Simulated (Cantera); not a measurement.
Premixed flame

A freely propagating, adiabatic, planar premixed flame of CH₄ : O₂ : N₂ : H₂O = 1 : 2.47 : 8.4 : 0.69 (molar parts), unburnt at 723 K and 6080 Torr; mixture-averaged transport, grid criteria slope 0.08 and curve 0.16, no radiation.

Computed with Cantera and GRI-Mech 3.0 (53 species, 325 reactions). Burning velocities carry a grid error of a few per cent, more on coarse grids.

| z (mm) | T (K) | u (m/s) | x CH₄ | x O₂ | x C₂H₂ | x C₂H | x H | x N₂O |
|---|---|---|---|---|---|---|---|---|
| -0.220 | 724 | 0.720 | 0.0795 | 0.196 | 1.72e-8 | <1e-8 | <1e-8 | <1e-8 |
| -0.147 | 732 | 0.729 | 0.0788 | 0.196 | 2.35e-7 | <1e-8 | <1e-8 | <1e-8 |
| -0.110 | 751 | 0.749 | 0.0773 | 0.194 | 9.38e-7 | <1e-8 | <1e-8 | <1e-8 |
| -0.0734 | 838 | 0.839 | 0.0712 | 0.186 | 5.42e-6 | <1e-8 | 3.01e-8 | 1.80e-8 |
| -0.0367 | 1204 | 1.22 | 0.0476 | 0.152 | 3.60e-5 | <1e-8 | 8.45e-6 | 1.32e-7 |
| -0.0183 | 1563 | 1.59 | 0.0246 | 0.115 | 8.36e-5 | <1e-8 | 0.000117 | 3.07e-7 |
| 0 | 1918 | 1.95 | 0.00462 | 0.0735 | 0.000111 | 1.69e-7 | 0.000794 | 6.00e-7 |
| 0.0183 | 2083 | 2.11 | 0.000188 | 0.0526 | 1.06e-5 | 5.97e-8 | 0.00122 | 9.72e-7 |
| 0.0367 | 2157 | 2.17 | 4.32e-6 | 0.0458 | 2.38e-7 | <1e-8 | 0.000998 | 1.22e-6 |
| 0.0734 | 2233 | 2.24 | <1e-8 | 0.0413 | <1e-8 | <1e-8 | 0.000540 | 1.33e-6 |
| 0.147 | 2287 | 2.28 | <1e-8 | 0.0389 | <1e-8 | <1e-8 | 0.000220 | 1.15e-6 |
| 0.293 | 2307 | 2.30 | <1e-8 | 0.0380 | <1e-8 | <1e-8 | 0.000121 | 9.22e-7 |
| 0.587 | 2311 | 2.30 | <1e-8 | 0.0379 | <1e-8 | <1e-8 | 0.000106 | 8.70e-7 |
x: mole fraction of selected species; z is measured from the peak of heat release.

```
Item                         Result
------------------------  ---------
laminar burning velocity  71.9 cm/s
thermal thickness         0.0734 mm
peak x(C₂H₂)               0.000124
peak x(C₂H)                 2.06e-7
peak x(H)                   0.00122
grid points                     141
```
